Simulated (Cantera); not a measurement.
Cantera run, input and output.

```python
import numpy as np
import cantera as ct

gas = ct.Solution("gri30.yaml")
gas.TPX = 1423, 101325, {'CO': 1, 'H2': 0.51, 'O2': 1.24, 'N2': 4.65, 'H2O': 0.42}
reactor = ct.IdealGasConstPressureReactor(gas, energy="on", clone=False)
net = ct.ReactorNet([reactor])
net.rtol, net.atol = 1e-08, 1e-16
show = ['CO', 'H2', 'O2', 'H', 'H2O']
times = np.geomspace(1e-06, 0.8, 12)

steps = ct.SolutionArray(gas, extra=["t"])
rows = []
print(f"{'t/s':>10s}{'T/K':>9s}{'P/Pa':>11s}" + "".join(f"{s:>11s}" for s in show))
for t in times:
    while net.time < t:
        t_next = net.step()
        steps.append(gas.state, t=t_next)
    rows.append([np.interp(t, steps.t, y) for y in (steps.T, steps.P, *steps(*show).X.T)])
    print(f"{t:10.3e}{rows[-1][0]:9.1f}{rows[-1][1]:11.4g}" + "".join(f"{x:11.3e}" for x in rows[-1][2:]))
rate = np.gradient(steps.T, steps.t)
print("integrator steps:", len(steps.t))
if steps.T.max() > steps.T[0] + 200:
    print(f"time of steepest temperature rise: {steps.t[rate.argmax()]:.4e} s")
gas.TPX = 1423, 101325, {'CO': 1, 'H2': 0.51, 'O2': 1.24, 'N2': 4.65, 'H2O': 0.42}
gas.equilibrate("HP")
print(f"equilibrium (HP): T = {gas.T:.1f} K  " + "  ".join(f"{s} {gas[s].X[0]:.3e}" for s in show))
```

Output:

```
       t/s      T/K       P/Pa         CO         H2         O2          H        H2O
 1.000e-06   1423.0  1.013e+05  1.279e-01  6.522e-02  1.586e-01  3.145e-08  5.371e-02
 3.441e-06   1423.0  1.013e+05  1.279e-01  6.522e-02  1.586e-01  2.536e-07  5.371e-02
 1.184e-05   1423.0  1.013e+05  1.279e-01  6.516e-02  1.585e-01  2.758e-05  5.375e-02
 4.073e-05   1746.0  1.013e+05  8.221e-02  9.804e-03  1.003e-01  2.272e-02  9.416e-02
 1.401e-04   2265.2  1.013e+05  3.957e-02  7.584e-03  8.014e-02  8.384e-03  1.055e-01
 4.822e-04   2516.6  1.013e+05  2.360e-02  3.785e-03  7.451e-02  2.288e-03  1.164e-01
 1.659e-03   2549.0  1.013e+05  2.079e-02  3.284e-03  7.288e-02  1.784e-03  1.179e-01
 5.708e-03   2544.3  1.013e+05  2.060e-02  3.260e-03  7.095e-02  1.742e-03  1.181e-01
 1.964e-02   2537.7  1.013e+05  2.034e-02  3.228e-03  6.824e-02  1.683e-03  1.184e-01
 6.758e-02   2536.3  1.013e+05  2.029e-02  3.221e-03  6.769e-02  1.671e-03  1.185e-01
 2.325e-01   2536.3  1.013e+05  2.029e-02  3.221e-03  6.769e-02  1.671e-03  1.185e-01
 8.000e-01   2536.3  1.013e+05  2.029e-02  3.221e-03  6.769e-02  1.671e-03  1.185e-01
integrator steps: 1294
time of steepest temperature rise: 2.7952e-05 s
equilibrium (HP): T = 2536.3 K  CO 2.029e-02  H2 3.221e-03  O2 6.769e-02  H 1.671e-03  H2O 1.185e-01
```

Model: GRI-Mech 3.0 (53 species, 325 reactions), integrated in Cantera.
